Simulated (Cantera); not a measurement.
What does this Cantera script print?

```python
import numpy as np
import cantera as ct

gas_names = [...]  # 110 gases of nasa_gas.yaml made of C, F, H
cond_names = """
    C(gr) C6H6(L) C7H8(L) C8H18(L),n-octa
""".split()


# ... load() reads the species with a 1 bar reference pressure and builds the phases ...
atoms = {
    'CH2F2': {'C': 1, 'H': 2, 'F': 2},
    'F2': {'F': 2},
}
top_T = {'C(gr)': 4500}  # K; cautious upper limits of use, not melting points


# ... equilibrate(T, P, feed) seeds the gas with the atoms and calls Mixture.equilibrate('TP', solver="vcs", rtol=1e-11, max_steps=5000) ...
results = []
feed = {'CH2F2': 1, 'F2': 2.1}  # mol
P = 1300  # Pa
for T in [2500, 2750, 3000, 3250, 3500, 3750, 4000, 4250, 4500, 4750, 5000]:
    mix = equilibrate(T, P, feed)
    results.append((T, P, feed, dict(zip(mix.species_names, mix.species_moles))))

top = {s: max(r[3][s] / sum(r[3][g] for g in gas_names) for r in results) for s in gas_names}
cols = sorted((s for s in top if top[s] > 1e-05), key=lambda s: -top[s])[:9]
seen = [c for c in cond_names if any(r[3].get(c, 0) > 1e-12 for r in results)]
print("log10 of partial pressures in bar; condensed amounts in mol")
print(f"{'T/K':>10s}" + "".join(f"{s[:9]:>10s}" for s in cols + seen))
for T, P, feed, n in results:
    ng = sum(n[g] for g in gas_names)
    print(f"{T:10.4g}" + "".join(f"{np.log10(max(n[s] / ng * P / 1e5, 1e-99)):10.3f}" for s in cols)
          + "".join(f"{n.get(c, 0):10.4g}" for c in seen))
```

Result:

```
log10 of partial pressures in bar; condensed amounts in mol
       T/K         F        HF         H       CF2         C        CF        C3        C2       CF4     C(gr)
      2500    -2.263    -2.298    -5.914    -2.643    -6.951    -3.921    -6.819    -7.683    -4.065         0
      2750    -2.162    -2.344    -4.935    -2.961    -5.423    -3.346    -4.773    -5.787    -5.899     0.291
      3000    -2.133    -2.391    -4.070    -3.504    -4.315    -3.090    -3.566    -4.539    -7.813         0
      3250    -2.105    -2.462    -3.370    -4.285    -3.704    -3.197    -3.526    -4.136    -9.746         0
      3500    -2.085    -2.652    -2.895    -5.046    -3.262    -3.376    -3.739    -3.955   -11.500         0
      3750    -2.070    -3.007    -2.670    -5.832    -2.999    -3.655    -4.286    -4.039   -13.150         0
      4000    -2.063    -3.442    -2.590    -6.658    -2.897    -4.033    -5.147    -4.367   -14.742         0
      4250    -2.060    -3.874    -2.564    -7.455    -2.866    -4.430    -6.088    -4.777   -16.220         0
      4500    -2.058    -4.274    -2.555    -8.184    -2.857    -4.803    -6.976    -5.176   -17.558         0
      4750    -2.058    -4.638    -2.551    -8.844    -2.853    -5.144    -7.786    -5.545   -18.762         0
      5000    -2.058    -4.968    -2.550    -9.440    -2.852    -5.453    -8.521    -5.880   -19.849         0
```

Cantera equilibrium calculation (NASA polynomials, part measured and part estimated; ideal gas, pure solids and liquids). Gases not in the tables: C2F6 and larger saturated fluorocarbons.
